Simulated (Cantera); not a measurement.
Equilibrium for silicon nitride deposition: SiHCl3 + NH3 + N2

Charge: 1 mol SiHCl3, 3.5 mol NH3, 87 mol N2, held at 1150 K and 0.00610 bar.

Method: chemical equilibrium by Gibbs-energy minimisation in Cantera with the NASA 1993 tables (ideal gas, pure condensed phases). Candidate condensed phases: NH4Cl, Si, Si3N4; 28 gas species. Equilibrium is a limit: real reactors are often held back by kinetics, nucleation or transport.

The x(N2) is 0.924 and the x(H2) is 0.0446. The x(HCl) is 0.0314 and the x(SiCl4) is 1.69e-5. The x(SiCl2) is 4.86e-6, the x(SiCl3) comes out as 2.74e-6 and the n(Si3N4(s)) comes out as 0.333 mol. The gas amount is 95.33 mol and the log10 activity of Si(s) (absent) is -4.00.
